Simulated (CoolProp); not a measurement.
Vapour-liquid equilibrium of R152A (1) + R227EA (2) at -1.55 °C; x and y are mole fractions of (1).

Computed with CoolProp (multi-fluid Helmholtz-energy mixture model, Outcalt 1996 and Lemmon 2016; pair parameters Bell 2016).

| x | bubble pressure, mixture model (bar) | bubble pressure, Raoult's law (bar) | y, mixture model | y, Raoult's law |
|---|---|---|---|---|
| 0.05 | 1.860 | 1.876 | 0.059 | 0.067 |
| 0.15 | 1.910 | 1.941 | 0.184 | 0.193 |
| 0.25 | 1.977 | 2.006 | 0.309 | 0.311 |
| 0.35 | 2.054 | 2.072 | 0.427 | 0.422 |
| 0.45 | 2.136 | 2.137 | 0.535 | 0.526 |
| 0.55 | 2.217 | 2.202 | 0.632 | 0.623 |
| 0.65 | 2.294 | 2.267 | 0.720 | 0.716 |
| 0.75 | 2.363 | 2.333 | 0.801 | 0.802 |
| 0.85 | 2.424 | 2.398 | 0.879 | 0.885 |
| 0.95 | 2.475 | 2.463 | 0.958 | 0.963 |

The largest gap from Raoult's law is -1.6 % in bubble pressure, at x = 0.15. No azeotrope shows between x = 0.05 and 0.95.

The pair parameters rest on a limited set of measurements; away from them the model extrapolates. The gap from Raoult's law changes sign with composition, which may be real or a fault of the pair parameters; it wasn't checked against measurements.
